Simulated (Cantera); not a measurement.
## Adiabatic ignition

An adiabatic, constant-volume homogeneous reactor starts with CO : H2 : CH4 : O2 : N2 : CO2 = 1 : 1.2 : 0.13 : 1.36 : 5.11 : 0.35 (molar parts), equivalence ratio 1.0, at 1648 K and 210000 Pa.

Model: GRI-Mech 3.0 (53 species, 325 reactions), integrated in Cantera.

| t (s) | T (K) | P (bar) | x CO | x H2 | x CH4 | x CH2O | x NO2 | x CH3 | x H |
|---|---|---|---|---|---|---|---|---|---|
| 3.00e-6 | 1648 | 2.10 | 0.109 | 0.131 | 0.0141 | 1.78e-6 | <1e-12 | 9.44e-5 | 0.000146 |
| 1.47e-5 | 2547 | 3.14 | 0.0913 | 0.0217 | <1e-12 | 1.51e-9 | 3.96e-8 | <1e-12 | 0.0239 |
| 7.24e-5 | 2964 | 3.55 | 0.0777 | 0.0153 | <1e-12 | 1.71e-9 | 1.37e-6 | <1e-12 | 0.00939 |
| 0.000356 | 2952 | 3.54 | 0.0780 | 0.0156 | <1e-12 | 1.74e-9 | 5.28e-6 | <1e-12 | 0.00909 |
| 0.00175 | 2948 | 3.53 | 0.0781 | 0.0156 | <1e-12 | 1.74e-9 | 6.43e-6 | <1e-12 | 0.00900 |
| 0.00858 | 2948 | 3.53 | 0.0781 | 0.0156 | <1e-12 | 1.74e-9 | 6.43e-6 | <1e-12 | 0.00900 |
| 0.0422 | 2948 | 3.53 | 0.0781 | 0.0156 | <1e-12 | 1.74e-9 | 6.43e-6 | <1e-12 | 0.00900 |
| 0.207 | 2948 | 3.53 | 0.0781 | 0.0156 | <1e-12 | 1.74e-9 | 6.43e-6 | <1e-12 | 0.00900 |
| 1.02 | 2948 | 3.53 | 0.0781 | 0.0156 | <1e-12 | 1.74e-9 | 6.43e-6 | <1e-12 | 0.00900 |
| 5.00 | 2948 | 3.53 | 0.0781 | 0.0156 | <1e-12 | 1.74e-9 | 6.43e-6 | <1e-12 | 0.00900 |
x: mole fraction; the columns are a selection and need not sum to one.

```yaml
time_of_steepest_temperature_rise: 6.07 µs
temperature at 5.00 s: 2948 K
equilibrium_temperature: 2948 K
x(CO) at 5.00 s: 0.0781 (gas-phase equilibrium 0.0781)
x(H2) at 5.00 s: 0.0156 (gas-phase equilibrium 0.0156)
x(CH4) at 5.00 s: <1e-12 (gas-phase equilibrium <1e-12)
```
